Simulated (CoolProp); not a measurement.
Saturated liquid density (kg/m³) of normal hydrogen: the reference equation beside estimates from Tc = 33.1 K, pc = 1.296 MPa, ω = -0.219.

Model: reference Helmholtz-energy equation of state, Leachman 2009, in CoolProp.

```csv
T (K),reference,van der Waals,Peng-Robinson
26,63.08,[?],73.44
26.9,[?],48.18,70.48
27.8,59.75,[?],[?]
28.6,[?],44.79,[?]
29.5,55.88,42.73,60.47
30.4,[?],[?],56.25
31.3,50.26,37.62,51.33
32.2,45.95,34.05,45.14
```

Q: Some entries are withheld; supply them.

A: 
- 26, van der Waals: 49.77
- 26.9, reference: 61.49
- 27.8, van der Waals: 46.46
- 27.8, Peng-Robinson: 67.29
- 28.6, reference: 58.04
- 28.6, Peng-Robinson: 64.23
- 30.4, reference: 53.36
- 30.4, van der Waals: 40.39

Absolute difference from the reference over all 8 rows, mean and median: van der Waals 23.3 and 23.2 %, Peng-Robinson 9.0 and 9.4 %.
